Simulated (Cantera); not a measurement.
Pyrogenic steam for wet oxidation

An isothermal, constant-pressure homogeneous reactor starts with H2 : O2 : N2 : H2O = 1.8 : 1 : 1.6 : 0.0059 (molar parts), at 950 K and 0.490 bar.

Cantera simulation using GRI-Mech 3.0 (53 species, 325 reactions); the numbers are that mechanism's predictions, not measurements. The temperature is held fixed by assumption; the heat of reaction is taken as removed at once.

```csv
t (s),x H2,x O2,x NO,x N2O,x NO2,x OH
0.000400,0.408,0.227,<1e-12,1.57e-12,<1e-12,1.81e-6
0.00102,0.173,0.113,1.04e-7,3.08e-9,1.38e-8,2.19e-6
0.00261,0.173,0.113,2.72e-8,3.08e-9,9.09e-8,2.57e-8
0.00666,0.173,0.113,2.61e-8,3.09e-9,9.21e-8,2.79e-8
0.0170,0.173,0.112,3.05e-8,3.11e-9,8.76e-8,4.13e-8
0.0434,0.171,0.111,3.97e-8,3.17e-9,7.85e-8,8.66e-8
0.111,0.161,0.106,4.82e-8,3.46e-9,7.03e-8,1.60e-7
0.283,0.134,0.0933,4.74e-8,4.31e-9,7.19e-8,1.61e-7
0.722,0.0864,0.0703,4.46e-8,6.23e-9,7.62e-8,1.46e-7
1.84,0.0311,0.0435,3.97e-8,1.01e-8,8.31e-8,1.38e-7
4.71,0.00252,0.0297,1.85e-8,1.60e-8,1.06e-7,1.24e-7
12.0,0.000166,0.0286,3.37e-9,1.75e-8,1.21e-7,3.04e-8
30.7,2.30e-5,0.0285,1.65e-9,1.74e-8,1.23e-7,1.21e-8
78.3,1.77e-6,0.0285,3.78e-9,1.66e-8,1.21e-7,8.07e-9
200,2.02e-9,0.0285,7.95e-8,1.44e-8,4.50e-8,1.94e-8
```
x: mole fraction; the columns are a selection and need not sum to one.

Equilibrium at this temperature and pressure: H2 7.99e-11, O2 0.0285, NO 4.95e-6, N2O 2.29e-10, NO2 9.88e-8, OH 6.79e-8 (gas phase only).
